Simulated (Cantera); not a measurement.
An isothermal, constant-pressure homogeneous reactor starts with C2H6 : N2 = 1 : 3.5 (molar parts), at 1050 K and 0.217 atm.

Model: GRI-Mech 3.0 (53 species, 325 reactions), integrated in Cantera. GRI-Mech 3.0 stops at C3 and has no aromatics, soot or wall deposition, so with more carbon than oxygen in the feed, carbon stays in small species such as C2H2 where larger ones or solid carbon would form.

x: mole fraction; the columns are a selection and need not sum to one.

```csv
t (s),x C2H6,x CH2,x CH3,x C2H,x H2,x HCN,x CH4
3.00e-5,0.222,<1e-12,6.45e-8,<1e-12,2.99e-10,<1e-12,4.10e-9
0.000102,0.222,<1e-12,1.90e-7,<1e-12,1.09e-8,<1e-12,4.29e-8
0.000346,0.222,<1e-12,4.19e-7,<1e-12,3.46e-7,<1e-12,3.70e-7
0.00117,0.222,<1e-12,5.49e-7,<1e-12,7.72e-6,<1e-12,2.13e-6
0.00398,0.222,<1e-12,___,<1e-12,___,<1e-12,___
0.0135,0.221,<1e-12,1.64e-6,<1e-12,0.00122,<1e-12,5.51e-5
0.0458,0.213,1.61e-12,2.21e-6,<1e-12,0.00731,<1e-12,0.000345
0.156,0.187,1.47e-12,2.02e-6,<1e-12,0.0273,<1e-12,0.00137
0.528,0.121,1.12e-12,1.54e-6,<1e-12,0.0795,<1e-12,0.00455
1.79,___,<1e-12,___,<1e-12,___,<1e-12,___
6.08,0.00765,<1e-12,4.03e-7,<1e-12,0.168,<1e-12,0.0164
20.6,0.00629,<1e-12,4.68e-7,<1e-12,0.168,<1e-12,0.0250
70.0,0.00534,<1e-12,6.13e-7,<1e-12,0.156,<1e-12,0.0434
```

Problem. Some entries are withheld; supply them.

Solution. 
- 0.00398, x CH3: 6.83e-7
- 0.00398, x H2: 0.000114
- 0.00398, x CH4: 9.16e-6
- 1.79, x C2H6: 0.0323
- 1.79, x CH3: 7.65e-7
- 1.79, x H2: 0.148
- 1.79, x CH4: 0.0109
